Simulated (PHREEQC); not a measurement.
A solution holds 0.99 mmol/kgw CaSO4, at 25 °C. Closed to the air; pH follows from the charge balance.

All values are PHREEQC results (ion-association model, phreeqc.dat), not measurements.

- ionic strength: 0.00361 mol/kgw
- specific conductance: 231 µS/cm

```csv
species,molality,activity,log γ
Ca+2,0.000903,0.000700,-0.111
SO4-2,0.000903,0.000698,-0.112
CaSO4,8.68e-5,8.69e-5,0.000
OH-,1.10e-7,1.03e-7,-0.029
H+,1.04e-7,9.82e-8,-0.026
HSO4-,7.11e-9,6.66e-9,-0.028
CaOH+,1.26e-9,1.18e-9,-0.028
```

No solid was allowed to form.
